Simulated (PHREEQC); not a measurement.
Acid rinse or clean (model solution)

A solution holds 11 mmol/kgw HF, 0.092 mmol/kgw NaCl and 22 mmol/kgw CuCl2, at 20 °C. Closed to the air; pH follows from the charge balance.

Equilibrium calculation in PHREEQC: ion-association model, phreeqc.dat.

Each row changes one thing in this solution. Precipitation was switched off in this run.

```json
[
 {"case": "as made", "pH": "2.57", "ionic strength (mol/kgw)": "0.0667", "HF (mol/kgw)": "0.00773", "F- (mol/kgw)": "0.00268", "HF2- (mol/kgw)": "7.63e-5", "NaF (mol/kgw)": "8.98e-8", "SI of Halite (NaCl)": "-7.16"},
 {"case": "HF replaced by HBF4 at the same molality", "pH": "2.06", "ionic strength (mol/kgw)": "0.0746", "HF (mol/kgw)": "0.00529", "F- (mol/kgw)": "0.000574", "HF2- (mol/kgw)": "1.11e-5", "NaF (mol/kgw)": "1.88e-8", "SI of Halite (NaCl)": "-7.16"},
 {"case": "CuCl2 from 0.022 to 0.0022 mol/kgw", "pH": "2.60", "ionic strength (mol/kgw)": "0.00929", "HF (mol/kgw)": "0.00817", "F- (mol/kgw)": "0.00261", "HF2- (mol/kgw)": "7.85e-5", "NaF (mol/kgw)": "1.13e-7", "SI of Halite (NaCl)": "-8.04"},
 {"case": "NaCl from 9.2e-05 to 4.6e-05 mol/kgw", "pH": "2.57", "ionic strength (mol/kgw)": "0.0667", "HF (mol/kgw)": "0.00773", "F- (mol/kgw)": "0.00268", "HF2- (mol/kgw)": "7.63e-5", "NaF (mol/kgw)": "4.49e-8", "SI of Halite (NaCl)": "-7.46"},
 {"case": "CuCl2 replaced by CaCl2 at the same molality", "pH": "2.60", "ionic strength (mol/kgw)": "0.0691", "HF (mol/kgw)": "0.00791", "F- (mol/kgw)": "0.00292", "HF2- (mol/kgw)": "8.50e-5", "NaF (mol/kgw)": "9.72e-8", "SI of Halite (NaCl)": "-7.15"},
 {"case": "CuCl2 left out", "pH": "2.60", "ionic strength (mol/kgw)": "0.00273", "HF (mol/kgw)": "0.00829", "F- (mol/kgw)": "0.00256", "HF2- (mol/kgw)": "7.80e-5", "NaF (mol/kgw)": "1.21e-7", "SI of Halite (NaCl)": "-9.69"},
 {"case": "temperature from 20 to 25 °C", "pH": "2.59", "ionic strength (mol/kgw)": "0.0662", "HF (mol/kgw)": "0.00784", "F- (mol/kgw)": "0.00258", "HF2- (mol/kgw)": "7.76e-5", "NaF (mol/kgw)": "8.61e-8", "SI of Halite (NaCl)": "-7.16"},
 {"case": "diluted 100-fold with water", "pH": "4.02", "ionic strength (mol/kgw)": "0.000758", "HF (mol/kgw)": "1.23e-5", "F- (mol/kgw)": "9.74e-5", "HF2- (mol/kgw)": "4.40e-9", "NaF (mol/kgw)": "4.84e-11", "SI of Halite (NaCl)": "-10.98"}
]
```

Some of these states are supersaturated (in Fluorite, for instance). Real BF4- forms and hydrolyses slowly; the run takes it at equilibrium.
